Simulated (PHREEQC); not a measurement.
Solution (25 °C): 0.18 mol H2SO4, 0.0073 mol Fe(NO3)3 and 7.6e-05 mol CuSO4 per kg of water. Closed to the air; pH follows from the charge balance.

The numbers come from PHREEQC with the ion-association model, phreeqc.dat.

```yaml
pH: 0.78
ionic_strength: 0.249 mol/kgw
activity_of_water: 0.993
density: 1.009 g/cm³
total_alkalinity: -375 meq/kg
```

| species | molality | activity | log γ |
|---|---|---|---|
| H+ | 0.209 | 0.165 | -0.103 |
| HSO4- | 0.147 | 0.109 | -0.132 |
| SO4-2 | 0.0252 | 0.00678 | -0.570 |
| NO3- | 0.0219 | 0.0148 | -0.171 |
| FeHSO4+2 | 0.00341 | 0.00101 | -0.527 |
| FeSO4+ | 0.00316 | 0.00229 | -0.140 |
| Fe(SO4)2- | 0.000461 | 0.000340 | -0.132 |
| Fe+3 | 0.000260 | 3.08e-5 | -0.926 |
| Cu+2 | 5.43e-5 | 1.66e-5 | -0.514 |

Precipitation was switched off in this run.
